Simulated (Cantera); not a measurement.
A closed system holds: 1 mol HMDSO, a varied amount of NO, equilibrated at 552 °C and 0.280 bar.

Method: chemical equilibrium by Gibbs-energy minimisation in Cantera with the NASA 1993 tables (ideal gas, pure condensed phases). Candidate condensed phases: C, C₆H₆, C₇H₈, C₈H₁₈, H₂O, Si, SiC, SiO₂, Si₂N₂O, Si₃N₄; 151 gas species. The feed counts by its element totals alone. Kinetics and transport are ignored.

Q: Which condensed phases are stable at each of these points (n(NO) (mol)): 0.16, 0.2, 0.26, 0.34, 0.45, 0.58, 0.76, 0.99, 1.3, 1.7, 2.2, 2.8?

A: 
```tsv
n(NO) (mol)	condensed phases	Si condensed (%)
0.16	C(graphite) + SiC(s) + SiO₂(α-quartz) + Si₂N₂O(s)	100.0
0.2	C(graphite) + SiC(s) + SiO₂(α-quartz) + Si₂N₂O(s)	100.0
0.26	C(graphite) + SiC(s) + SiO₂(α-quartz) + Si₂N₂O(s)	100.0
0.34	C(graphite) + SiC(s) + SiO₂(α-quartz) + Si₂N₂O(s)	100.0
0.45	C(graphite) + SiC(s) + SiO₂(α-quartz) + Si₂N₂O(s)	100.0
0.58	C(graphite) + SiC(s) + SiO₂(α-quartz) + Si₂N₂O(s)	100.0
0.76	C(graphite) + SiC(s) + SiO₂(α-quartz) + Si₂N₂O(s)	100.0
0.99	C(graphite) + SiC(s) + SiO₂(α-quartz) + Si₂N₂O(s)	100.0
1.3	C(graphite) + SiO₂(α-quartz) + Si₂N₂O(s)	100.0
1.7	C(graphite) + SiO₂(α-quartz) + Si₂N₂O(s)	100.0
2.2	C(graphite) + SiO₂(α-quartz) + Si₂N₂O(s)	100.0
2.8	C(graphite) + SiO₂(α-quartz) + Si₂N₂O(s)	100.0
```

From 0.16 mol NO to 0.99 mol NO the condensed part is C(graphite) + SiC(s) + SiO₂(α-quartz) + Si₂N₂O(s). From 1.3 mol NO to 2.8 mol NO the condensed part is C(graphite) + SiO₂(α-quartz) + Si₂N₂O(s).
